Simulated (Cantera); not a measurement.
An adiabatic, constant-pressure homogeneous reactor starts with 24.4 % CO, 8.30 % H2, 2.10 % CH4, 13.7 % O2, 51.5 % N2, equivalence ratio 1.5, at 1148 K and 3750 Torr.

Model: GRI-Mech 3.0 (53 species, 325 reactions), integrated in Cantera.

Task: Predict: time of steepest temperature rise; temperature at 4.00 s; equilibrium temperature; x(CO) at 4.00 s; x(H2) at 4.00 s; x(CO2) at 4.00 s; x(O2) at 4.00 s.

Result: 
```
Property                                                             Value
---------------------------------  ---------------------------------------
time of steepest temperature rise                                 0.124 ms
temperature at 4.00 s                                               2781 K
equilibrium temperature                                             2781 K
x(CO) at 4.00 s                        0.147 (gas-phase equilibrium 0.147)
x(H2) at 4.00 s                      0.0170 (gas-phase equilibrium 0.0170)
x(CO2) at 4.00 s                       0.142 (gas-phase equilibrium 0.142)
x(O2) at 4.00 s                    0.00368 (gas-phase equilibrium 0.00368)
```
